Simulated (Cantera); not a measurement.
Ignition delay

Mixture: CH₄ : C₂H₆ : O₂ : N₂ = 1 : 0.065 : 1.17 : 6.57 (molar parts), at 0.430 bar, adiabatic and at constant volume. Ignition delay is the time to a rise of 400 K.

Detailed kinetics in Cantera: GRI-Mech 3.0 (53 species, 325 reactions).

```json
[
 {"T0 (K)": "1323", "delay (ms)": "7.35"},
 {"T0 (K)": "1423", "delay (ms)": "2.27"},
 {"T0 (K)": "1523", "delay (ms)": "0.794"},
 {"T0 (K)": "1623", "delay (ms)": "0.332"},
 {"T0 (K)": "1723", "delay (ms)": "0.166"},
 {"T0 (K)": "1823", "delay (ms)": "0.0966"},
 {"T0 (K)": "1923", "delay (ms)": "0.0628"},
 {"T0 (K)": "2023", "delay (ms)": "0.0443"},
 {"T0 (K)": "2123", "delay (ms)": "0.0329"}
]
```

The apparent activation energy between 1923 and 2123 K is 110 kJ/mol.
